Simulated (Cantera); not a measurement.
Input: 1 mol Nb2O5, 10 mol H2, 4 mol H2O, held at 1.10 bar.

Method: chemical equilibrium by Gibbs-energy minimisation in Cantera with the NASA 1993 tables (ideal gas, pure condensed phases). Candidate condensed phases: H2O, Nb, NbO, NbO2, Nb2O5; 12 gas species. Condensed phases not in the tables: the oxides between NbO2 and Nb2O5. The numbers say what is thermodynamically allowed, not how fast it happens. All values below are at 1523 K.

Base state: H2 0.714, H2O 0.286, H 1.86e-5 (mole fractions); condensed: Nb2O5(s).

Q: What changes in the equilibrium state with this change: Nb2O5 replaced by Ta2O5?

A: 
| species | before | after |
|---|---|---|
| H2 | 0.714 | 0.714 |
| H2O | 0.286 | 0.286 |
| H | 1.86e-5 | 1.86e-5 |
| Nb2O5(s), mol | 1.00 | 0 |
| Ta2O5(s), mol | 0 | 1.00 |
Further candidate phases: Ta, Ta2O5.
